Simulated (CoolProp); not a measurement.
Vapour-liquid equilibrium of R125 (1) + R115 (2) at -57.75 °C; x and y are mole fractions of (1).

Computed with CoolProp (multi-fluid Helmholtz-energy mixture model, Lemmon 2005 and Lemmon 2016; pair parameters Bell 2016).

| x | bubble pressure (MPa) | y at the bubble point | dew pressure at overall composition x (MPa) | liquid density (mol/L) |
|---|---|---|---|---|
| 0.05 | 0.04501 | 0.137 | 0.04219 | 10.51 |
| 0.2 | 0.05416 | 0.375 | 0.04723 | 10.78 |
| 0.35 | 0.05956 | 0.507 | ? | 11.08 |
| 0.5 | 0.06276 | ? | 0.05929 | 11.42 |
| 0.65 | 0.06448 | ? | ? | ? |
| 0.8 | 0.06478 | ? | 0.06470 | 12.23 |
| 0.95 | ? | 0.931 | 0.06255 | ? |

Question: Some entries are withheld; supply them.

Answer: 
- 0.35, dew pressure at overall composition x (MPa): 0.05310
- 0.5, y at the bubble point: 0.602
- 0.65, y at the bubble point: 0.688
- 0.65, dew pressure at overall composition x (MPa): 0.06389
- 0.65, liquid density (mol/L): 11.80
- 0.8, y at the bubble point: 0.787
- 0.95, bubble pressure (MPa): 0.06291
- 0.95, liquid density (mol/L): 12.72

y crosses x between x = 0.65 and 0.8: the model has an azeotrope there.

Pair parameters are fitted to limited data, so mixtures are less certain than the pure fluids.
